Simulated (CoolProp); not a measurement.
Values from CoolProp's reference Helmholtz-energy equation of state, Platzer 1990. This equation is an older, rougher fit.

**Question.** For CF4 (R14), give the phase and the cp (kJ/(kg K)), viscosity (µPa s), Prandtl number at 361.1 K and 9.54 bar; 426.2 K and 9.54 bar.

**Answer.** 
- 361.1 K and 9.54 bar: gas; cp 0.793, viscosity 20.6, Prandtl number 0.764
- 426.2 K and 9.54 bar: gas; cp 0.858, viscosity 23.4, Prandtl number 0.756

Viscosity comes from a separate model (Huber 2003), an estimate that may be off by 10 % or more. Thermal conductivity comes from a separate model (Huber 2003), an estimate that may be off by 10 % or more.
